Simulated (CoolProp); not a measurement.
The fluid at 298.15 K and 10.4 MPa (stagnation) flows isentropically through a choked orifice. The same conditions are run with several fluids, on thermodynamics alone (safety and materials aside).

The numbers come from the reference Helmholtz-energy equation of state of each fluid (methane: Setzmann 1991; CF4 (R14): Platzer 1990; carbon monoxide: Lemmon 2006; normal hydrogen: Leachman 2009; oxygen: Schmidt 1985) in CoolProp. The equations of Platzer and Polt are older, rougher fits.

```json
[
 {"fluid": "methane", "throat to inlet pressure ratio": "0.532", "mass flux (kg/(m² s))": "19800", "throat temperature (K)": "252.4"},
 {"fluid": "CF4 (R14)", "throat to inlet pressure ratio": "0.562", "mass flux (kg/(m² s))": "50400", "throat temperature (K)": "268.3"},
 {"fluid": "carbon monoxide", "throat to inlet pressure ratio": "0.509", "mass flux (kg/(m² s))": "24900", "throat temperature (K)": "244.0"},
 {"fluid": "normal hydrogen", "throat to inlet pressure ratio": "0.515", "mass flux (kg/(m² s))": "6370", "throat temperature (K)": "245.7"},
 {"fluid": "oxygen", "throat to inlet pressure ratio": "0.516", "mass flux (kg/(m² s))": "26900", "throat temperature (K)": "244.9"}
]
```
